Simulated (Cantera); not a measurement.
Input: 1 mol Si, 2.1 mol HCl, 2.6 mol H₂, at 902 °C and 10000 Pa.

Cantera equilibrium calculation (NASA polynomials, part measured and part estimated; ideal gas, pure solids and liquids). Candidate condensed phases: Si; 19 gas species. The tables' values for SiCl₃ are old estimates; treat these amounts as uncertain. Kinetics and transport are ignored.

Base state: H₂ 0.814, SiCl₄ 0.0769, HCl 0.0640, SiHCl₃ 0.0231, SiCl₂ 0.0115, SiCl₃ 0.00950, SiH₂Cl₂ 0.000888 (mole fractions); condensed: Si(s).

Question: What changes in the equilibrium state with this change: HCl from 2.1 to 0.57 mol?

Answer: 
```tsv
species	before	after
H₂	0.814	0.910
HCl	0.0640	0.0490
SiCl₄	0.0769	0.0212
SiHCl₃	0.0231	0.00929
SiCl₂	0.0115	0.00602
SiCl₃	0.00950	0.00362
SiH₂Cl₂	0.000888	0.000522
Si(s), mol	0.482	0.875
```

Question: What changes in the equilibrium state with this change: Si replaced by SiCl₄?

Answer: 
```json
[
 {"species": "H₂", "before": "0.814", "after": "0.449"},
 {"species": "HCl", "before": "0.0640", "after": "0.376"},
 {"species": "SiCl₄", "before": "0.0769", "after": "0.167"},
 {"species": "SiCl₂", "before": "0.0115", "after": "0.000398"},
 {"species": "SiHCl₃", "before": "0.0231", "after": "0.00471"},
 {"species": "SiH₂Cl₂", "before": "0.000888", "after": "1.70e-5"},
 {"species": "SiCl₃", "before": "0.00950", "after": "0.00261"},
 {"species": "Si(s), mol", "before": "0.482", "after": "0"}
]
```
